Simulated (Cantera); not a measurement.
Input (Python, Cantera) and output of one run.

```python
import numpy as np
import cantera as ct

gas_names = """
    Fe FeO Fe(OH)2 H HO2 H2 H2O H2O2 H2S H2SO4 O OH O2 O3 S SH SO SO2 SO3 S2 S2O S8
""".split()
cond_names = """
    Fe(a) Fe(c) Fe(d) Fe(L) FeO(s) FeO(L) Fe(OH)2(s) Fe(OH)3(s) FeS(a) FeS(b) FeS(c) FeS(L) FeSO4(s)
    FeS2(s) Fe2O3(s) Fe2S3O12(s) Fe3O4(s) H2O(s) H2O(L) H2SO4(L) S(cr1) S(cr2) S(L)
""".split()


# ... load() reads the species with a 1 bar reference pressure and builds the phases ...
atoms = {
    'FeS2': {'Fe': 1, 'S': 2},
    'SO2': {'S': 1, 'O': 2},
    'H2O': {'H': 2, 'O': 1},
}
top_T = {'FeSO4(s)': 950, 'FeS2(s)': 1010, 'Fe2O3(s)': 1830, 'Fe2S3O12(s)': 1100, 'Fe3O4(s)': 1870}  # K; cautious upper limits of use, not melting points


# ... equilibrate(T, P, feed) seeds the gas with the atoms and calls Mixture.equilibrate('TP', solver="vcs", rtol=1e-11, max_steps=5000) ...
results = []
feed = {'FeS2': 1, 'SO2': 0.075, 'H2O': 0.3}  # mol
P = 2900  # Pa
for T in [898, 998, 1098, 1198, 1298, 1398, 1498, 1598, 1698, 1798, 1898]:
    mix = equilibrate(T, P, feed)
    results.append((T, P, feed, dict(zip(mix.species_names, mix.species_moles))))
    x = sorted(zip(gas.X, gas.species_names), reverse=True)
    print(f"T = {T:g} K  P = {P:g} Pa  gas = {mix.phase_moles(0):.4g} mol")
    print("   x: " + "  ".join(f"{s} {v:.3e}" for v, s in x if v > 0.001))
    print("   condensed (mol): " + ("  ".join(f"{mix.phase(i).name} {mix.phase_moles(i):.4g}"
          for i in range(1, mix.n_phases) if mix.phase_moles(i) > 1e-12) or "none"))
```

It prints:

```
T = 898 K  P = 2900 Pa  gas = 0.6347 mol
   x: H2O 3.729e-01  S2 3.569e-01  SO2 1.657e-01  H2S 9.769e-02  S2O 4.765e-03  H2 2.076e-03
   condensed (mol): FeS(c) 0.5512  FeS2(s) 0.4488
T = 998 K  P = 2900 Pa  gas = 0.8582 mol
   x: S2 5.191e-01  H2O 2.671e-01  SO2 1.260e-01  H2S 7.791e-02  S2O 5.225e-03  H2 4.575e-03
   condensed (mol): FeS(c) 1
T = 1098 K  P = 2900 Pa  gas = 0.8624 mol
   x: S2 5.255e-01  H2O 2.738e-01  SO2 1.214e-01  H2S 6.397e-02  H2 1.003e-02  S2O 4.962e-03
   condensed (mol): FeS(c) 1
T = 1198 K  P = 2900 Pa  gas = 0.8668 mol
   x: S2 5.286e-01  H2O 2.743e-01  SO2 1.198e-01  H2S 5.281e-02  H2 1.884e-02  S2O 4.781e-03
   condensed (mol): FeS(c) 1
T = 1298 K  P = 2900 Pa  gas = 0.8717 mol
   x: S2 5.288e-01  H2O 2.689e-01  SO2 1.206e-01  H2S 4.354e-02  H2 3.126e-02  S2O 4.660e-03  SO 1.357e-03
   condensed (mol): FeS(c) 1
T = 1398 K  P = 2900 Pa  gas = 0.8773 mol
   x: S2 5.262e-01  H2O 2.585e-01  SO2 1.234e-01  H2 4.686e-02  H2S 3.573e-02  S2O 4.577e-03  SO 3.064e-03  SH 1.647e-03
   condensed (mol): FeS(c) 1
T = 1498 K  P = 2900 Pa  gas = 0.8836 mol
   x: S2 5.209e-01  H2O 2.441e-01  SO2 1.272e-01  H2 6.473e-02  H2S 2.919e-02  SO 6.229e-03  S2O 4.511e-03  SH 2.951e-03
   condensed (mol): FeS(L) 1
T = 1598 K  P = 2900 Pa  gas = 0.8908 mol
   x: S2 5.130e-01  H2O 2.268e-01  SO2 1.312e-01  H2 8.376e-02  H2S 2.377e-02  SO 1.159e-02  SH 4.837e-03  S2O 4.440e-03
   condensed (mol): FeS(L) 1
T = 1698 K  P = 2900 Pa  gas = 0.8989 mol
   x: S2 5.025e-01  H2O 2.077e-01  SO2 1.343e-01  H2 1.029e-01  SO 1.996e-02  H2S 1.933e-02  SH 7.369e-03  S2O 4.345e-03  S 1.291e-03
   condensed (mol): FeS(L) 1
T = 1798 K  P = 2900 Pa  gas = 0.9085 mol
   x: S2 4.890e-01  H2O 1.876e-01  SO2 1.356e-01  H2 1.212e-01  SO 3.210e-02  H2S 1.572e-02  SH 1.056e-02  S2O 4.209e-03  S 3.001e-03
   condensed (mol): FeS(L) 0.9998
T = 1898 K  P = 2900 Pa  gas = 0.9212 mol
   x: S2 4.719e-01  H2O 1.670e-01  H2 1.378e-01  SO2 1.344e-01  SO 4.852e-02  SH 1.436e-02  H2S 1.275e-02  S 6.348e-03  S2O 4.018e-03  H 1.704e-03  Fe 1.072e-03
   condensed (mol): FeS(L) 0.999
```

These are equilibrium values from Cantera (NASA tables, ideal gas, pure condensed phases), not measurements of a reactor. FeS: taken at fixed stoichiometry. Gases not in the tables: S3 to S7.
